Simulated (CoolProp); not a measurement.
A single-stage vapour-compression cycle with the fluid: evaporating at 217.15 K (dew point), condensing at 258.15 K (bubble point), superheat 5 K, subcooling 5 K, compressor efficiency 0.6, no pressure losses. The same conditions are run with several fluids, on thermodynamics alone (safety and materials aside).

Computed with CoolProp (reference Helmholtz-energy equation of state of each fluid (isobutane: Bücker 2006; hydrogen sulfide: Lemmon 2006; ethane: Bücker 2006; hydrogen chloride: Thol 2018; propane: Lemmon 2009; R143a: Lemmon and Jacobsen 2000)).

Rank isobutane, hydrogen sulfide, ethane, hydrogen chloride, propane, R143a by cooling COP, highest first.

isobutane (2.84), propane (2.81), R143a (2.77), hydrogen sulfide (2.67), ethane (2.59), hydrogen chloride (2.56)

```tsv
fluid	pressure ratio	discharge temperature (K)	refrigerating effect (kJ/kg)	volumetric capacity (kJ/m³)
isobutane	7.52	301.6	332	125
hydrogen sulfide	5.16	400.0	474	1120
ethane	3.68	313.2	348	2750
hydrogen chloride	4.14	393.3	351	3080
propane	5.55	310.3	365	467
R143a	5.75	305.4	188	581
```
